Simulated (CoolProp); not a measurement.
A Linde-Hampson liquefier for normal hydrogen: isothermal reversible compression at 230 K from 1 atm to 15 MPa, throttling to 1 atm, return gas leaving the recuperator 2 K below the feed. Each further row changes one setting.

Model: reference Helmholtz-energy equation of state, Leachman 2009, in CoolProp.

```csv
case,compression work (kJ/kg of gas)
as stated,4840
high pressure 30 MPa,5600
warm-end temperature 260 K,5460
warm-end gap 7 K,4840
```
